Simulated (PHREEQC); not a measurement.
A made-up water analysis in mmol/kgw, 75 °C, pH 8.14, pe 9.2: Na 93.3; K 0.143; Ca 2.35; Mg 1.33; Cl 80.4; S(6) 10.4; Alkalinity (meq/kgw) 0.0613; N(5) 0.352.

Valence states are taken as typed.

Computed with PHREEQC (ion-association model, phreeqc.dat).

The ionic strength comes out as 0.108 mol/kgw. The specific conductance is 23200 µS/cm and the density is 0.979 g/cm³. The charge-balance error is -0.4 %.

```json
[
 {"species": "Na+", "molality": "0.0917", "activity": "0.0698", "log γ": "-0.119"},
 {"species": "Cl-", "molality": "0.0804", "activity": "0.0595", "log γ": "-0.131"},
 {"species": "SO4-2", "molality": "0.00790", "activity": "0.00260", "log γ": "-0.482"},
 {"species": "O2", "molality": "0.00285", "activity": "0.00293", "log γ": "0.011"},
 {"species": "Ca+2", "molality": "0.00193", "activity": "0.000670", "log γ": "-0.460"},
 {"species": "NaSO4-", "molality": "0.00156", "activity": "0.00119", "log γ": "-0.116"},
 {"species": "Mg+2", "molality": "0.000800", "activity": "0.000291", "log γ": "-0.440"}
]
```

This is a speciation only: nothing precipitates in the calculation. Species that the database lacks are ignored. Away from 25 °C the constants follow the database's enthalpies or fits; those with neither stay at their 25 °C values.
